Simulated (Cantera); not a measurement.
Input: 1 mol HMDSO, 26 mol NO, 160 mol N2, equilibrated at 1925 K and 2500 Pa.

Method: chemical equilibrium by Gibbs-energy minimisation in Cantera with the NASA 1993 tables (ideal gas, pure condensed phases). Candidate condensed phases: C, C6H6, C7H8, C8H18, H2O, Si, SiC, SiO2, Si2N2O, Si3N4; 151 gas species. The feed counts by its element totals alone. The tables hold silica as quartz up to 1696 K and as liquid above; real silica turns to tridymite and cristobalite and melts near 1996 K. Kinetics and transport are ignored.

Base state: N2 0.913, H2O 0.0464, CO2 0.0300, O2 0.00563, CO 0.00174, NO 0.00109, OH 0.000969, H2 0.000625 (mole fractions); condensed: SiO2(condensed).

**Question.** What changes in the equilibrium state with this change: NO from 26 to 0.32 mol?

**Answer.** 
```json
[
 {"species": "N2", "before": "0.913", "after": "0.938"},
 {"species": "H2", "before": "0.000625", "after": "0.0508"},
 {"species": "CO", "before": "0.00174", "after": "0.00768"},
 {"species": "H2O", "before": "0.0464", "after": "1.56e-9"},
 {"species": "CO2", "before": "0.0300", "after": "<1e-9"},
 {"species": "SiO", "before": "1.15e-5", "after": "5.97e-5"},
 {"species": "O2", "before": "0.00563", "after": "<1e-9"},
 {"species": "HCN", "before": "<1e-9", "after": "0.00237"},
 {"species": "NO", "before": "0.00109", "after": "<1e-9"},
 {"species": "OH", "before": "0.000969", "after": "<1e-9"},
 {"species": "O", "before": "0.000175", "after": "<1e-9"},
 {"species": "SiO2(condensed), mol", "before": "2.00", "after": "0"},
 {"species": "C(graphite), mol", "before": "0", "after": "2.27"},
 {"species": "SiC(s), mol", "before": "0", "after": "1.98"}
]
```
